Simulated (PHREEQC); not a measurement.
# Acid rinse or clean

A solution holds 0.26 mol/kgw H2SO4, 0.005 mol/kgw ZnSO4 and 0.0001 mol/kgw KCl, at 25 °C. Closed to the air; pH follows from the charge balance.

Computed with PHREEQC (ion-association model, wateq4f.dat).

This is a speciation only: nothing precipitates in the calculation.

Problem. What pH, activity of water, ionic strength does the model give?

Solution. pH 0.65; activity of water 0.991; ionic strength 0.328 mol/kgw.

Problem. In which forms is S present?

Solution. HSO4- 88 %, SO4-2 12 %, ZnSO4 0.6 % of the S.

Complexes and solids missing from the database can't appear.
